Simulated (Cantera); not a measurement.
A freely propagating, adiabatic, planar premixed flame of C₃H₈ : O₂ : N₂ = 1 : 4.17 : 19.6 (molar parts), equivalence ratio 1.2, unburnt at 400 K and 10.0 bar; mixture-averaged transport, grid criteria slope 0.08 and curve 0.16, no radiation.

Cantera simulation using GRI-Mech 3.0 (53 species, 325 reactions); the numbers are that mechanism's predictions, not measurements. GRI-Mech 3.0 was tuned for natural gas; its chemistry of propane as a main component is partial and can be far from experiment. Burning velocities carry a grid error of a few per cent, more on coarse grids.

**Question.** What does this change do: N2 19.6 to 25 parts?

**Answer.** 
```
quantity                     before      after
------------------------  ---------  ---------
laminar burning velocity  19.0 cm/s  7.12 cm/s
thermal thickness         0.0889 mm   0.207 mm
peak x(CH₄)                 0.00339    0.00293
peak x(O)                  0.000168    2.43e-5
```

**Question.** What does this change do: inlet temperature 400 to 625 K?

**Answer.** 
| quantity | before | after |
|---|---|---|
| laminar burning velocity | 19.0 cm/s | 56.7 cm/s |
| thermal thickness | 0.0889 mm | 0.0554 mm |
| peak x(CH₄) | 0.00339 | 0.00370 |
| peak x(O) | 0.000168 | 0.000536 |

**Question.** What does this change do: C3H8 1 to 1.3 parts?

**Answer.** 
```json
[
 {"quantity": "laminar burning velocity", "before": "19.0 cm/s", "after": "8.02 cm/s"},
 {"quantity": "thermal thickness", "before": "0.0889 mm", "after": "0.193 mm"},
 {"quantity": "peak x(CH₄)", "before": "0.00339", "after": "0.00892"},
 {"quantity": "peak x(O)", "before": "0.000168", "after": "9.76e-6"}
]
```
